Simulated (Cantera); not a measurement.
## Equilibrium for fluorocarbon and chlorocarbon gases: c-C₄F₈ + F₂ + H₂

Input: 1 mol c-C₄F₈, 0.38 mol F₂, 18 mol H₂, equilibrated at 8.25 Torr.

Method: chemical equilibrium by Gibbs-energy minimisation in Cantera with the NASA 1993 tables (ideal gas, pure condensed phases). Candidate condensed phases: C, C₆H₆, C₇H₈, C₈H₁₈; 95 gas species. The feed counts by its element totals alone. Kinetics and transport are ignored.

```csv
T (°C),x H,x H₂,x HF,x C₃,x F,x C,n C(graphite)
1075,1.72e-5,0.609,0.391,<1e-12,8.98e-11,<1e-12,4.00
1275,0.000229,0.608,0.391,<1e-12,5.66e-9,<1e-12,4.00
1475,0.00170,0.607,0.391,2.02e-12,1.39e-7,5.52e-12,4.00
1675,0.00836,0.602,0.390,6.76e-10,1.79e-6,8.76e-10,3.99
1875,0.0303,0.583,0.385,7.46e-8,1.44e-5,5.38e-8,3.95
2075,0.0862,0.536,0.374,3.62e-6,8.25e-5,1.63e-6,3.86
2275,0.197,0.444,0.352,9.40e-5,0.000368,2.89e-5,3.69
2475,0.360,0.309,0.318,0.00150,0.00139,0.000336,3.31
2675,0.521,0.166,0.274,0.0161,0.00485,0.00278,1.37
2875,0.631,0.0738,0.231,0.0257,0.0158,0.0103,0
```
x: gas mole fraction; n: condensed amount in mol.

From 1075 °C to 2675 °C the condensed part is C(graphite). At 2875 °C nothing is condensed. The main C-bearing gas is CH₄ at 1075 °C and C₃ at 2875 °C.
